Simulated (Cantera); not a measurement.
Input: 1 mol SiH2Cl2, a varied amount of N2O, at 848 K and 95000 Pa.

These are equilibrium values from Cantera (NASA tables, ideal gas, pure condensed phases), not measurements of a reactor. Candidate condensed phases: H2O, NH4Cl, Si, SiO2, Si2N2O, Si3N4; 47 gas species. Kinetics and transport are ignored.

Problem. What share of the Si ends up in condensed phases as a function of n(N2O) (mol), at 0.11, 0.19, 0.31, 0.52, 0.88, 1.5, 2.5, 4.1?

Solution. 
| n(N2O) (mol) | Si condensed (%) | as |
|---|---|---|
| 0.11 | 46.2 | Si(s) + Si2N2O(s) |
| 0.19 | 46.2 | Si(s) + Si2N2O(s) |
| 0.31 | 62.0 | Si2N2O(s) |
| 0.52 | 91.5 | SiO2(β-quartz) + Si2N2O(s) |
| 0.88 | 94.1 | SiO2(β-quartz) + Si2N2O(s) |
| 1.5 | 95.2 | SiO2(β-quartz) + Si2N2O(s) |
| 2.5 | 100.0 | SiO2(β-quartz) |
| 4.1 | 100.0 | SiO2(β-quartz) |
